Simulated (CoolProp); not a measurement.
CH2F2 (R32) at 298.15 K and 1.11 MPa flows at 12 m/s in a round tube of 20 mm bore and 45 µm roughness, fully developed (64/Re and Nu = 3.66 if laminar; Colebrook and Gnielinski if turbulent). Each further row changes one setting.

Computed with CoolProp (reference Helmholtz-energy equation of state, Tillner-Roth 1997).

```
case             Reynolds number  Darcy friction factor  pressure drop (Pa/m)  heat-transfer coefficient (W/(m² K))  mass flow (kg/h)
---------------  ---------------  ---------------------  --------------------  ------------------------------------  ----------------
as stated                      ?                      ?                  2420                                     ?               372
velocity 24 m/s           975000                      ?                  9620                                  2300               744
diameter 40 mm            975000                 0.0205                     ?                                   972                 ?
```

**Question.** Fill in the missing entries.

**Answer.** 
- as stated, Reynolds number: 488000
- as stated, Darcy friction factor: 0.0245
- as stated, heat-transfer coefficient (W/(m² K)): 1160
- velocity 24 m/s, Darcy friction factor: 0.0243
- diameter 40 mm, pressure drop (Pa/m): 1010
- diameter 40 mm, mass flow (kg/h): 1490

Viscosity comes from a separate model (Bell 2016), an estimate that may be off by 10 % or more. Thermal conductivity comes from a separate model (Huber 2003), an estimate that may be off by 10 % or more.
